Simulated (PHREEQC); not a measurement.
Solution (30 °C): 5.5 mmol/kgw H2S, 0.097 mmol/kgw HCl and 0.11 mmol/kgw ZnCl2. Closed to the air; pH follows from the charge balance.

Equilibrium calculation in PHREEQC: ion-association model, phreeqc.dat.

Each row changes one thing in this solution. This is a speciation only: nothing precipitates in the calculation.

| case | pH | ionic strength (mol/kgw) |
|---|---|---|
| as made | 3.50 | 0.000319 |
| diluted 10-fold with water | 4.47 | ___ |
| H2S left out | 4.02 | 0.000427 |
| HCl left out | 3.66 | 0.000223 |
| temperature from 30 to 75 °C | 3.50 | ___ |
| diluted 5-fold with water | ___ | 6.56e-5 |
| ZnCl2 left out | ___ | ___ |
| HCl replaced by NaCl at the same molality | 3.66 | 0.000320 |

Complete the blanks.


- diluted 10-fold with water, ionic strength (mol/kgw): 3.38e-5
- temperature from 30 to 75 °C, ionic strength (mol/kgw): 0.000322
- diluted 5-fold with water, pH: 4.19
- ZnCl2 left out, pH: 3.99
- ZnCl2 left out, ionic strength (mol/kgw): 0.000104

Some of these states are supersaturated (in Sphalerite (slow to form), for instance). At this temperature some constants are extrapolated from 25 °C, and those without enthalpy data are left unchanged.
